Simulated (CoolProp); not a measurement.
CF4 (R14) at several states: Z from the reference equation and from simpler models built on Tc = 227.4 K, pc = 37.62 bar, ω = 0.178; each cubic takes its own stable root.

The numbers come from the reference Helmholtz-energy equation of state, Platzer 1990 in CoolProp. This equation is an older, rougher fit; its heat capacities, sound speeds and derivatives of the liquid may be far off and weren't checked against measurements.

```
T (K)  p (bar)          phase  reference
-----  -------  -------------  ---------
414.8      162  supercritical     0.9720
407.3    0.979            gas     0.9992
175.9     9.94         liquid    0.04191
497.6     75.8  supercritical      1.009
457      0.111            gas     1.0000
403       58.3  supercritical     0.9577
```

**Question.** How far does each simpler model (van der Waals, Redlich-Kwong, Peng-Robinson) lie from the reference over these 6 states: mean and median of the absolute difference, and the worst?

**Answer.** 
- van der Waals: mean 316.7 %, median 5.5 %, worst +1880.0 % at 175.9 K and 9.94 bar
- Redlich-Kwong: mean 3.1 %, median 3.1 %, worst +7.3 % at 175.9 K and 9.94 bar
- Peng-Robinson: mean 2.0 %, median 1.1 %, worst -8.3 % at 175.9 K and 9.94 bar

At some of these states van der Waals gives the other phase, because its saturation line lies elsewhere.
